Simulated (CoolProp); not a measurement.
Saturation properties of benzene.

Model: reference Helmholtz-energy equation of state, Thol 2012, in CoolProp.

| T (K) | p (bar) | enthalpy of vaporisation (kJ/kg) | vapour viscosity (µPa s) |
|---|---|---|---|
| 319.5 | 0.3145 | 418.2 | 8.07 |
| 322.2 | 0.3492 | 416.3 | 8.14 |
| 324.9 | 0.3868 | 414.3 | 8.20 |
| 327.6 | 0.4277 | 412.4 | 8.26 |
| 330.2 | 0.4702 | [?] | 8.32 |
| 332.9 | 0.5179 | 408.6 | 8.39 |
| 335.6 | 0.5694 | 406.6 | 8.45 |
| 338.3 | 0.6249 | [?] | 8.52 |
| 341 | 0.6845 | 402.7 | 8.58 |
| 343.7 | 0.7487 | 400.7 | [?] |
| 346.4 | [?] | 398.7 | [?] |

Q: Complete the blanks.

A: 
- 330.2, enthalpy of vaporisation (kJ/kg): 410.5
- 338.3, enthalpy of vaporisation (kJ/kg): 404.6
- 343.7, vapour viscosity (µPa s): 8.64
- 346.4, p (bar): 0.8174
- 346.4, vapour viscosity (µPa s): 8.71

It boils at 353.2 K under 1 atm.

Viscosity comes from a separate model (Avgeri 2014).
